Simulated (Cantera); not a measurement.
A perfectly stirred reactor is fed with N₂O : H₂O = 1 : 0.11 (molar parts), at 1.38 atm; it is held at 1525 K, and followed from long to short residence time.

Model: GRI-Mech 3.0 (53 species, 325 reactions), integrated in Cantera. GRI-Mech 3.0 was tuned for natural gas; its chemistry of N2O as a main component is partial and can be far from experiment. The temperature is held fixed by assumption; the heat of reaction is taken as removed at once.

What does this change do: H2O 0.11 to 0.98 parts?


| quantity | before | after |
|---|---|---|
| x(N₂O) at τ = 0.680 s | 0.0112 | 0.00395 |
| x(H₂O) at τ = 0.680 s | 0.0686 | 0.396 |
| x(HO₂) at τ = 0.680 s | 8.78e-7 | 1.52e-6 |
| x(NO) at τ = 0.680 s | 0.0372 | 0.00963 |
| x(H) at τ = 0.680 s | 1.26e-7 | 2.67e-7 |
| x(N₂O) at τ = 12.0 ms | 0.293 | 0.119 |
| x(H₂O) at τ = 12.0 ms | 0.0781 | 0.418 |
| x(HO₂) at τ = 12.0 ms | 4.17e-6 | 7.98e-6 |
| x(NO) at τ = 12.0 ms | 0.0689 | 0.0291 |
| x(H) at τ = 12.0 ms | 5.64e-7 | 2.40e-6 |

What does this change do: temperature 1525 to 1123 K?


| quantity | before | after |
|---|---|---|
| x(N₂O) at τ = 0.680 s | 0.0112 | 0.738 |
| x(H₂O) at τ = 0.680 s | 0.0686 | 0.0935 |
| x(HO₂) at τ = 0.680 s | 8.78e-7 | 4.54e-7 |
| x(NO) at τ = 0.680 s | 0.0372 | 0.00528 |
| x(H) at τ = 0.680 s | 1.26e-7 | 3.94e-10 |
| x(N₂O) at τ = 12.0 ms | 0.293 | 0.897 |
| x(H₂O) at τ = 12.0 ms | 0.0781 | 0.0990 |
| x(HO₂) at τ = 12.0 ms | 4.17e-6 | 2.79e-6 |
| x(NO) at τ = 12.0 ms | 0.0689 | 0.000110 |
| x(H) at τ = 12.0 ms | 5.64e-7 | 7.78e-10 |
The mechanism lacks the step 2 NO + O2 → 2 NO2, which can matter for NO2 below about 1400 K.
